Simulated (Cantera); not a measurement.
A freely propagating, adiabatic, planar premixed flame of 41.6 % H2, 12.2 % O2, 46.2 % N2, equivalence ratio 1.7, unburnt at 650 K and 100.0 Torr; mixture-averaged transport, grid criteria slope 0.08 and curve 0.16, no radiation.

Model: the H2/O2 subset of GRI-Mech 3.0, which has no nitrogen chemistry, integrated in Cantera. Burning velocities carry a grid error of a few per cent, more on coarse grids.

x: mole fraction of selected species; z is measured from the peak of heat release.

```tsv
z (mm)	T (K)	u (m/s)	x H2	x O2	x O	x HO2	x H2O2	x OH
-19.4	650	8.06	0.416	0.122	<1e-8	<1e-8	<1e-8	<1e-8
-12.9	650	8.06	0.416	0.122	<1e-8	<1e-8	<1e-8	<1e-8
-9.68	650	8.06	0.416	0.122	<1e-8	<1e-8	<1e-8	<1e-8
-6.45	650	8.06	0.416	0.122	<1e-8	5.35e-7	<1e-8	<1e-8
-3.23	658	8.15	0.415	0.122	1.08e-5	3.59e-5	1.95e-7	1.98e-5
-1.61	760	9.34	0.392	0.118	0.000311	2.62e-5	…	0.000224
0	1117	13.4	0.239	0.0671	0.00605	1.09e-5	…	0.00262
1.61	1370	16.3	0.131	0.00968	0.00638	1.55e-6	…	0.00513
3.23	1466	17.3	0.129	0.00518	0.00573	7.52e-7	…	0.00622
6.45	1583	18.5	0.137	0.00433	0.00543	5.52e-7	…	0.00758
12.9	1720	19.9	0.147	0.00354	0.00477	4.00e-7	…	0.00888
25.8	1867	21.3	0.156	0.00263	0.00377	2.76e-7	…	0.00969
51.6	2011	22.7	0.164	0.00175	0.00264	1.88e-7	…	0.00965
```

Question: Complete the blanks.

Answer: 
- -1.61, x H2O2: 2.11e-7
- 0, x H2O2: 3.48e-7
- 1.61, x H2O2: 3.12e-7
- 3.23, x H2O2: 2.81e-7
- 6.45, x H2O2: 2.21e-7
- 12.9, x H2O2: 1.37e-7
- 25.8, x H2O2: 7.36e-8
- 51.6, x H2O2: 3.82e-8
